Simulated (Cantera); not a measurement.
An adiabatic, constant-pressure homogeneous reactor starts with H2 : O2 : N2 = 1 : 0.294 : 1.11 (molar parts), equivalence ratio 1.7, at 1048 K and 0.900 bar. Integrator tolerance rtol = 1e-08.

Computed with Cantera and GRI-Mech 3.0 (53 species, 325 reactions).

Task: What does this change do: initial temperature 1048 to 1700 K?

Result: 
```tsv
quantity	before	after
time of steepest temperature rise	0.173 ms	8.54 µs
temperature at 0.500 s	2631 K	2885 K
equilibrium temperature	2631 K	2885 K
x(H2) at 0.500 s	0.188 (gas-phase equilibrium 0.188)	0.182 (gas-phase equilibrium 0.182)
x(O2) at 0.500 s	0.000268 (gas-phase equilibrium 0.000268)	0.00172 (gas-phase equilibrium 0.00172)
x(H2O) at 0.500 s	0.266 (gas-phase equilibrium 0.266)	0.238 (gas-phase equilibrium 0.238)
x(H2O2) at 0.500 s	3.80e-8 (gas-phase equilibrium 3.80e-8)	1.36e-7 (gas-phase equilibrium 1.36e-7)
x(OH) at 0.500 s	0.00677 (gas-phase equilibrium 0.00677)	0.0196 (gas-phase equilibrium 0.0196)
x(H) at 0.500 s	0.0200 (gas-phase equilibrium 0.0200)	0.0495 (gas-phase equilibrium 0.0495)
```

Task: What does this change do: 0.0035 parts NO added?

Result: 
```json
[
 {"quantity": "time of steepest temperature rise", "before": "0.173 ms", "after": "0.155 ms"},
 {"quantity": "temperature at 0.500 s", "before": "2631 K", "after": "2637 K"},
 {"quantity": "equilibrium temperature", "before": "2631 K", "after": "2637 K"},
 {"quantity": "x(H2) at 0.500 s", "before": "0.188 (gas-phase equilibrium 0.188)", "after": "0.186 (gas-phase equilibrium 0.186)"},
 {"quantity": "x(O2) at 0.500 s", "before": "0.000268 (gas-phase equilibrium 0.000268)", "after": "0.000290 (gas-phase equilibrium 0.000290)"},
 {"quantity": "x(H2O) at 0.500 s", "before": "0.266 (gas-phase equilibrium 0.266)", "after": "0.267 (gas-phase equilibrium 0.267)"},
 {"quantity": "x(H2O2) at 0.500 s", "before": "3.80e-8 (gas-phase equilibrium 3.80e-8)", "after": "4.02e-8 (gas-phase equilibrium 4.02e-8)"},
 {"quantity": "x(OH) at 0.500 s", "before": "0.00677 (gas-phase equilibrium 0.00677)", "after": "0.00703 (gas-phase equilibrium 0.00703)"},
 {"quantity": "x(H) at 0.500 s", "before": "0.0200 (gas-phase equilibrium 0.0200)", "after": "0.0204 (gas-phase equilibrium 0.0204)"}
]
```
The mechanism lacks 2 NO + O2 → 2 NO2 and HONO, so NO2 and the effect of NO are under-described below about 1400 K.
